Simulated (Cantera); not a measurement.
Standard-state values (1 bar) from the NASA 1993 polynomials, evaluated with Cantera. Values are per mole of reaction as written; species without (g) are pure solids or liquids, kept so even where they would boil at 1 bar.

2 CrO₃(g) + 3 NH₃(g) → 3 NO₂(g) + 9 H(g) + 2 Cr

| T (K) | ΔH° (kJ) | ΔS° (J/K) | ΔG° (kJ) | log10 K |
|---|---|---|---|---|
| 1473 | [?] | [?] | [?] | [?] |
| 1573 | [?] | [?] | [?] | [?] |
| 1673 | 2911.8 | 856.7 | 1478.5 | -46.16 |
| 1773 | 2919.9 | 861.4 | 1392.6 | -41.03 |
| 1873 | 2928.1 | 865.9 | 1306.2 | -36.43 |
| 1973 | [?] | [?] | [?] | [?] |

Task: Some entries are withheld; supply them.

Result: 
- 1473, ΔH° (kJ): 2896.0
- 1473, ΔS° (J/K): 846.7
- 1473, ΔG° (kJ): 1648.9
- 1473, log10 K: -58.47
- 1573, ΔH° (kJ): 2903.9
- 1573, ΔS° (J/K): 851.8
- 1573, ΔG° (kJ): 1564.0
- 1573, log10 K: -51.93
- 1973, ΔH° (kJ): 2936.5
- 1973, ΔS° (J/K): 870.3
- 1973, ΔG° (kJ): 1219.4
- 1973, log10 K: -32.28
